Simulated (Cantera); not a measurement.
Input: 1 mol B, 0.36 mol H2O, held at 0.133 bar.

These are equilibrium values from Cantera (NASA tables, ideal gas, pure condensed phases), not measurements of a reactor. Candidate condensed phases: B, B2O3, B3O3H3, H2O; 23 gas species. Mutual solubility and eutectic melting of coexisting phases are not modelled. The tables' values for BH2 are old estimates; treat these amounts as uncertain. The numbers say what is thermodynamically allowed, not how fast it happens.

**Question.** At 1525 K, list the 4 most abundant gas species with their mole fractions, and the condensed phases.

**Answer.** H2 0.983, HBO 0.0127, B3O3H3 0.00244, B2O2 0.00114. Condensed: B(s) + B2O3(l).
